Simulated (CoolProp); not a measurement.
Vapour-liquid equilibrium of R124 (1) + R142b (2) at 0.286 bar; x and y are mole fractions of (1).

The numbers come from the multi-fluid Helmholtz-energy mixture model, de Vries 1995 and Lemmon 2006; pair parameters Bell 2016 in CoolProp.

```
x     bubble temperature (°C)  y at the bubble point  dew temperature at overall composition x (°C)  liquid density (mol/L)
----  -----------------------  ---------------------  ---------------------------------------------  ----------------------
0.05                    -36.6                  0.052                                          -36.6                   12.41
0.15                    -36.7                  0.156                                          -36.7                     [?]
0.25                    -36.8                  0.260                                          -36.8                   12.18
0.35                    -36.9                  0.363                                          -36.9                     [?]
0.45                    -37.1                  0.468                                          -37.0                   11.95
0.55                    -37.2                    [?]                                          -37.2                   11.84
0.65                    -37.4                  0.676                                          -37.4                     [?]
0.75                    -37.7                    [?]                                          -37.6                   11.62
0.85                      [?]                  0.872                                            [?]                   11.52
0.95                    -38.3                  0.960                                          -38.3                   11.41
```

Fill in the missing entries.


- 0.15, liquid density (mol/L): 12.29
- 0.35, liquid density (mol/L): 12.06
- 0.55, y at the bubble point: 0.572
- 0.65, liquid density (mol/L): 11.73
- 0.75, y at the bubble point: 0.776
- 0.85, bubble temperature (°C): -38.0
- 0.85, dew temperature at overall composition x (°C): -37.9

No azeotrope shows between x = 0.05 and 0.95.

Pair parameters are fitted to limited data, so mixtures are less certain than the pure fluids.
